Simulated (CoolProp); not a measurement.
c-C4F8 (RC318) along the isobar 0.101 MPa: Z from the reference equation and from simpler models built on Tc = 388.4 K, pc = 2.778 MPa, ω = 0.355; each cubic takes its own stable root.

Values from CoolProp's reference Helmholtz-energy equation of state, Platzer 1990. This equation is an older, rougher fit; its heat capacities, sound speeds and derivatives of the liquid may be far off and weren't checked against measurements.

| T (K) | phase | reference |
|---|---|---|
| 263.5 | liquid | 0.005664 |
| 270.7 | gas | 0.9583 |
| 274.3 | gas | 0.9602 |
| 278 | gas | 0.9620 |
| 281.6 | gas | 0.9636 |
| 285.2 | gas | 0.9652 |
| 288.8 | gas | 0.9667 |
| 292.4 | gas | 0.9681 |
| 296 | gas | 0.9694 |
| 299.6 | gas | 0.9706 |
| 303.2 | gas | 0.9718 |
| 306.8 | gas | 0.9729 |
| 310.4 | gas | 0.9740 |
| 314 | gas | 0.9750 |

### Question
How far does each simpler model (van der Waals, Redlich-Kwong, Soave-Redlich-Kwong) lie from the reference over these 14 states: mean and median of the absolute difference, and the worst?

### Answer
- van der Waals: mean 1220.6 %, median 1.1 %, worst +17073.4 % at 263.5 K and 0.101 MPa
- Redlich-Kwong: mean 1207.1 %, median 0.4 %, worst +16893.3 % at 263.5 K and 0.101 MPa
- Soave-Redlich-Kwong: mean 0.5 %, median 0.0 %, worst +6.0 % at 263.5 K and 0.101 MPa

At some of these states van der Waals, Redlich-Kwong gives the other phase, because its saturation line lies elsewhere.
